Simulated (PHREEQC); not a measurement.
A solution holds 170 mmol/kgw NH3 and 0.0011 mmol/kgw H4SiO4, at 65 °C. Closed to the air; pH follows from the charge balance.

Computed with PHREEQC (ion-association model, phreeqc.dat).

Each row changes one thing in this solution. Precipitation was switched off in this run.

```tsv
case	pH	ionic strength (mol/kgw)	H4SiO4 (mol/kgw)	SI of Quartz (SiO2)
as made	10.15	0.00186	1.45e-7	-3.37
temperature from 65 to 85 °C	9.72	0.00178	___	-3.37
diluted 10-fold with water	9.64	0.000568	3.68e-8	-3.97
NH3 from 0.17 to 0.255 mol/kgw	10.24	0.00229	1.21e-7	___
NH3 left out	6.45	3.55e-7	1.10e-6	-2.50
NH3 from 0.17 to 0.34 mol/kgw	10.30	0.00265	___	-3.51
NH3 from 0.17 to 1.7 mol/kgw	10.66	___	4.69e-8	-3.84
NH3 replaced by NH4HSO4 at the same molality	1.41	0.239	1.10e-6	-2.47
NH3 from 0.17 to 0.085 mol/kgw	10.00	0.00130	___	-3.24
```

Question: Fill in the missing entries.

Answer: 
- temperature from 65 to 85 °C, H4SiO4 (mol/kgw): 2.41e-7
- NH3 from 0.17 to 0.255 mol/kgw, SI of Quartz (SiO2): -3.45
- NH3 from 0.17 to 0.34 mol/kgw, H4SiO4 (mol/kgw): 1.05e-7
- NH3 from 0.17 to 1.7 mol/kgw, ionic strength (mol/kgw): 0.00605
- NH3 from 0.17 to 0.085 mol/kgw, H4SiO4 (mol/kgw): 1.97e-7

Complexes and solids missing from the database can't appear. Away from 25 °C the constants follow the database's enthalpies or fits; those with neither stay at their 25 °C values.
